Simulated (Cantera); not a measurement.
# Stirred combustor or abatement burner

A perfectly stirred reactor is fed with 5.56 % CH4, 19.9 % O2, 74.6 % N2, at 1.00 bar; it is adiabatic with a 425 K inlet, and is followed from long to short residence time, starting on the burning branch (τ in s: 0.097, 0.043, 0.019, 0.0083, 0.0037, 0.0016, 0.00071, 0.00031, 0.00014, 6e-05, 2.7e-05, 1.2e-05, 5.1e-06).

Cantera simulation using GRI-Mech 3.0 (53 species, 325 reactions); the numbers are that mechanism's predictions, not measurements.

| τ (s) | T (K) | x CH4 | x O2 | x HCN | x C2H | x H | x CO |
|---|---|---|---|---|---|---|---|
| 0.097 | 1688 | 1.45e-5 | 0.0873 | 2.86e-9 | <1e-12 | 1.25e-5 | 0.000312 |
| 0.043 | 1684 | 2.44e-5 | 0.0873 | 3.74e-9 | 1.23e-12 | 2.72e-5 | 0.000541 |
| 0.019 | 1678 | 4.10e-5 | 0.0874 | 5.05e-9 | 2.21e-12 | 5.89e-5 | 0.000939 |
| 0.0083 | 1667 | 7.01e-5 | 0.0877 | 7.40e-9 | 3.77e-12 | 0.000127 | 0.00164 |
| 0.0037 | 1651 | 0.000120 | 0.0882 | 1.17e-8 | 6.15e-12 | 0.000259 | 0.00282 |
| 0.0016 | 1623 | 0.000222 | 0.0893 | 2.02e-8 | 1.04e-11 | 0.000511 | 0.00496 |
| 0.00071 | 1578 | 0.000445 | 0.0915 | 3.49e-8 | 1.91e-11 | 0.000878 | 0.00874 |
| 0.00031 | 1482 | 0.00141 | 0.0986 | 6.15e-8 | 5.29e-11 | 0.00106 | 0.0177 |
| 0.00014 | 425 | 0.0556 | 0.199 | <1e-12 | <1e-12 | <1e-12 | <1e-12 |
| 6.0e-5 | 425 | 0.0556 | 0.199 | <1e-12 | <1e-12 | <1e-12 | <1e-12 |
| 2.7e-5 | 425 | 0.0556 | 0.199 | <1e-12 | <1e-12 | <1e-12 | <1e-12 |
| 1.2e-5 | 425 | 0.0556 | 0.199 | <1e-12 | <1e-12 | <1e-12 | <1e-12 |
| 5.1e-6 | 425 | 0.0556 | 0.199 | <1e-12 | <1e-12 | <1e-12 | <1e-12 |
x: mole fraction; the columns are a selection and need not sum to one.
